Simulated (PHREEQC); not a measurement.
Dissolve 0.4 mol/kgw Na2SO4, 0.0027 mol/kgw NaHCO3 and 0.00052 mol/kgw KBr at 25 °C. Closed to the air; pH follows from the charge balance.

The numbers come from PHREEQC with the ion-association model, wateq4f.dat.

```json
[
 {"quantity": "pH", "before": "7.66", "after": "7.85"},
 {"quantity": "ionic strength (mol/kgw)", "before": "0.912", "after": "0.369"},
 {"quantity": "Na+ (mol/kgw)", "before": "0.657", "after": "0.369"},
 {"quantity": "K+ (mol/kgw)", "before": "0.000412", "after": "0.000520"}
]
```

Q: Which change was made?
A) NaHCO3 replaced by Na2B4O7 at the same molality
B) NaHCO3 from 0.0027 to 0.00027 mol/kgw
C) Na2SO4 replaced by MnSO4 at the same molality
D) diluted 5-fold with water
E) Na2SO4 replaced by NaF at the same molality

A: E, Na2SO4 replaced by NaF at the same molality

Precipitation was switched off in this run. The ionic strength passes 0.7 mol/kgw, the rough limit of the ion-association models, in before.
